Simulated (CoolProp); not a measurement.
o-xylene at several states: fugacity coefficient from the reference equation and from simpler models built on Tc = 630.3 K, pc = 3.737 MPa, ω = 0.312; each cubic takes its own stable root.

The numbers come from the reference Helmholtz-energy equation of state, Zhou 2012 in CoolProp.

```json
[
 {"T (K)": "278.3", "p (MPa)": "1.75", "phase": "liquid", "reference": "[?]", "van der Waals": "0.02772", "Redlich-Kwong": "0.0007991", "Soave-Redlich-Kwong": "0.0001487", "Peng-Robinson": "0.0001697"},
 {"T (K)": "613.7", "p (MPa)": "12.7", "phase": "liquid", "reference": "0.2357", "van der Waals": "0.3218", "Redlich-Kwong": "0.2702", "Soave-Redlich-Kwong": "0.2627", "Peng-Robinson": "[?]"},
 {"T (K)": "349.3", "p (MPa)": "0.616", "phase": "liquid", "reference": "0.01795", "van der Waals": "0.3176", "Redlich-Kwong": "[?]", "Soave-Redlich-Kwong": "0.01742", "Peng-Robinson": "[?]"},
 {"T (K)": "529.2", "p (MPa)": "19.6", "phase": "liquid", "reference": "0.07960", "van der Waals": "0.1964", "Redlich-Kwong": "0.1143", "Soave-Redlich-Kwong": "[?]", "Peng-Robinson": "0.08104"}
]
```

Q: Fill in the missing entries.

A: 
- 278.3, reference: 0.0001576
- 613.7, Peng-Robinson: 0.2430
- 349.3, Redlich-Kwong: 0.05207
- 349.3, Peng-Robinson: 0.01819
- 529.2, Soave-Redlich-Kwong: 0.09019
